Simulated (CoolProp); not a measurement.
Vapour-liquid equilibrium of dimethyl ether (1) + methanol (2) at 0.0698 MPa; x and y are mole fractions of (1).

Model: multi-fluid Helmholtz-energy mixture model, Wu 2011 and de Reuck 1993; pair parameters Bell 2016, in CoolProp.

### Question
Give the bubble temperature and the first vapour's composition at x = 0.05, 0.5, 0.65. Is there an azeotrope?

### Answer
x = 0.05: 21.5 °C, y = 0.803; x = 0.5: -24.8 °C, y = 0.992; x = 0.65: -27.2 °C, y = 0.994. No azeotrope shows between x = 0.05 and 0.95.

Pair parameters are fitted to limited data, so mixtures are less certain than the pure fluids. With so large a gap from Raoult's law the liquid may split in two, which this calculation doesn't test in full.
